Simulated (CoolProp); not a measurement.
Vapour-liquid equilibrium of R134a (1) + R141b (2) at 3.4 bar; x and y are mole fractions of (1).

The numbers come from the multi-fluid Helmholtz-energy mixture model, Tillner-Roth 1994 and Lemmon 2006; pair parameters Bell 2016 in CoolProp.

**Question.** Give the bubble temperature and the first vapour's composition at x = 0.425, 0.8, 0.875. Is there an azeotrope?

**Answer.** x = 0.425: 293.6 K, y = 0.864; x = 0.8: 282.0 K, y = 0.956; x = 0.875: 280.3 K, y = 0.971. No azeotrope shows between x = 0.05 and 0.95.

Pair parameters are fitted to limited data, so mixtures are less certain than the pure fluids.
